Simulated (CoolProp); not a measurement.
Vapour-liquid equilibrium of benzene (1) + ethylbenzene (2) at 368.3 K; x and y are mole fractions of (1).

The numbers come from the multi-fluid Helmholtz-energy mixture model, Thol 2012 and Zhou 2012; pair parameters Bell 2016 in CoolProp.

```
x      bubble pressure (bar)  y at the bubble point  dew pressure at overall composition x (bar)  liquid density (mol/L)
-----  ---------------------  ---------------------  -------------------------------------------  ----------------------
0.05                  0.3421                  0.190                                       0.3026                   7.639
0.125                 0.4221                  0.393                                       0.3225                   7.804
0.2                   0.5055                  0.536                                       0.3452                   7.975
0.275                 0.5926                  0.642                                       0.3714                   8.151
0.35                  0.6835                  0.722                                       0.4019                   8.334
0.425                 0.7781                  0.785                                       0.4380                   8.522
0.5                   0.8761                  0.835                                       0.4813                   8.717
0.575                 0.9772                  0.876                                       0.5343                   8.918
0.65                   1.081                  0.909                                       0.6009                   9.127
0.725                  1.186                  0.936                                       0.6874                   9.342
0.8                    1.293                  0.958                                       0.8049                   9.564
0.875                  1.400                  0.976                                       0.9755                   9.794
0.95                   1.507                  0.991                                        1.253                   10.03
```

No azeotrope shows between x = 0.05 and 0.95.

Pair parameters are fitted to limited data, so mixtures are less certain than the pure fluids.
